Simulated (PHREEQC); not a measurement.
## Hard or scaling water: speciation

Dissolve 0.06 mol/kgw CaCl2, 0.064 mol/kgw Na2SO4 and 0.0014 mol/kgw NaCl at 25 °C. Closed to the air; pH follows from the charge balance.

Equilibrium calculation in PHREEQC: ion-association model, wateq4f.dat.

Precipitation was switched off in this run.

Question: Estimate the ionic strength.

Answer: ionic strength 0.278 mol/kgw.

Question: In which forms is Ca present?

Answer: Ca+2 65 %, CaSO4 35 % of the Ca.

Saturation is exceeded, for instance for Gypsum; the values hold only as long as no solid forms.
